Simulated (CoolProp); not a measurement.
m-xylene at 298.15 K and 0.219 MPa flows at 0.48 m/s in a round tube of 100 mm bore and 0.25 µm roughness, fully developed (64/Re and Nu = 3.66 if laminar; Colebrook and Gnielinski if turbulent). Each further row changes one setting.

Values from CoolProp's reference Helmholtz-energy equation of state, Zhou 2012.

```json
[
 {"case": "as stated", "Reynolds number": "70900", "Darcy friction factor": "(withheld)", "pressure drop (Pa/m)": "(withheld)", "heat-transfer coefficient (W/(m² K))": "601", "mass flow (kg/h)": "(withheld)"},
 {"case": "velocity 0.96 m/s", "Reynolds number": "142000", "Darcy friction factor": "0.0168", "pressure drop (Pa/m)": "66.4", "heat-transfer coefficient (W/(m² K))": "1100", "mass flow (kg/h)": "(withheld)"},
 {"case": "diameter 200 mm", "Reynolds number": "142000", "Darcy friction factor": "0.0168", "pressure drop (Pa/m)": "(withheld)", "heat-transfer coefficient (W/(m² K))": "548", "mass flow (kg/h)": "46700"}
]
```

Question: Some entries are withheld; supply them.

Answer: 
- as stated, Darcy friction factor: 0.0194
- as stated, pressure drop (Pa/m): 19.2
- as stated, mass flow (kg/h): 11700
- velocity 0.96 m/s, mass flow (kg/h): 23300
- diameter 200 mm, pressure drop (Pa/m): 8.30

Viscosity comes from a separate model (Cao 2016). Thermal conductivity comes from a separate model (Mylona 2014).
